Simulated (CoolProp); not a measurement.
Saturation properties of p-xylene.

Values from CoolProp's reference Helmholtz-energy equation of state, Zhou 2012.

```
T (K)  p (kPa)  enthalpy of vaporisation (kJ/kg)  surface tension (mN/m)  vapour viscosity (µPa s)
-----  -------  --------------------------------  ----------------------  ------------------------
455.1    286.3                             307.4                    12.2                      9.57
465.1    352.1                             300.0                    11.3                      9.77
475.2    429.8                             292.2                    10.4                      9.99
485.3    519.8                             284.1                    9.50                      10.2
495.3    622.4                             275.6                    8.62                      10.4
505.4    740.8                             266.5                    7.76                      10.7
515.5    875.6                             256.8                    6.91                      11.0
525.5     1027                             246.5                    6.09                      11.3
535.6     1199                             235.3                    5.28                      11.6
545.7     1392                             223.1                    4.49                      12.0
555.7     1605                             209.7                    3.73                      12.4
565.8     1847                             194.5                    2.99                      12.9
```

It boils at 411.5 K under 1 atm.

Viscosity comes from a separate model (Balogun 2015). Surface tension comes from a separate correlation (Mulero 2014).
